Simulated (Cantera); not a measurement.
A closed system holds: 1 mol n-butane, 3.1 mol H₂.

Equilibrium computed with Cantera from the NASA thermochemical tables; the gas is ideal and each condensed phase is pure. Candidate condensed phases: C, C₆H₆, C₇H₈, C₈H₁₈; 76 gas species. The ideal-gas law is rough above about 30 bar. The numbers say what is thermodynamically allowed, not how fast it happens.

Stable condensed phases, one row left out:

```
T in K \ P in Pa
               10       46      220     1000     4600    22000   100000   460000  2200000 10000000
   2823         A        A        B        B        B        B        B        B        B        B
   2623         B        B        B        B        B        B        B        B        B        B
   2523         B        B        B        B        B        B        B        B        B        B
   2423         B        B        B        B        B        B        B        B        B        B
   2323         B        B        B        B        B        B        B        B        B        B
   2223         B        B        B        B        B        B        B        B        B        B
   2123         B        B        B        B        B        B        B        B        B        B
   2023         B        B        B        B        B        B        B        B        B        B
   1923         B        B        B        B        B        B        B        B        B        B
   1823         B        B        B        B        B        B        B        B        B        B
   1723         B        B        B        B        B        B        B        B        B        B
```

A: gas only; B: C.

Give the row for 2723 K.

10: gas only; 46: C; 220: C; 1000: C; 4600: C; 22000: C; 100000: C; 460000: C; 2200000: C; 10000000: C.
